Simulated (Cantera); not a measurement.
Charge: 1 mol Si, 0.63 mol Cl₂, 16 mol H₂, at 575 K and 13300 Pa.

Cantera equilibrium calculation (NASA polynomials, part measured and part estimated; ideal gas, pure solids and liquids). Candidate condensed phases: Si; 19 gas species. Kinetics and transport are ignored.

Base state: H₂ 0.978, SiCl₄ 0.0125, SiHCl₃ 0.00889, SiH₂Cl₂ 0.000291, HCl 2.05e-5 (mole fractions); condensed: Si(s).

Problem. What changes in the equilibrium state with this change: temperature from 575 K to 1623 K?

Solution. 
```
species      before     after
----------  -------  --------
H₂            0.978     0.935
HCl         2.05e-5    0.0534
SiCl₂         <1e-9    0.0107
SiCl₄        0.0125   1.46e-5
H             <1e-9  0.000183
SiCl₃       3.07e-8  0.000259
SiHCl₃      0.00889   3.97e-5
Si(s), mol    0.647     0.817
```
The tables' values for SiCl₃ are old estimates; treat these amounts as uncertain.
